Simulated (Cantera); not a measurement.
A closed system holds: 1 mol SiC, 4 mol H2O, 880 mol N2, equilibrated at 110 Pa.

Equilibrium computed with Cantera from the NASA thermochemical tables; the gas is ideal and each condensed phase is pure. Candidate condensed phases: C, C6H6, C7H8, C8H18, H2O, Si, SiC, SiO2, Si2N2O, Si3N4; 151 gas species. The tables hold silica as quartz up to 1696 K and as liquid above; real silica turns to tridymite and cristobalite and melts near 1996 K. Kinetics and transport are ignored.

Task: Which condensed phases are stable at each of these points (T (K)): 1248, 1348, 1448, 1548, 1648, 1748, 1848?

Result: 
```
T (K)  condensed phases  Si condensed (%)
-----  ----------------  ----------------
1248     SiO2(β-quartz)             100.0
1348     SiO2(β-quartz)             100.0
1448     SiO2(β-quartz)              99.9
1548     SiO2(β-quartz)              98.2
1648     SiO2(β-quartz)              82.1
1748    SiO2(condensed)              16.6
1848           gas only               0.0
```

From 1248 K to 1648 K the condensed part is SiO2(β-quartz). At 1748 K the condensed part is SiO2(condensed). At 1848 K nothing is condensed.
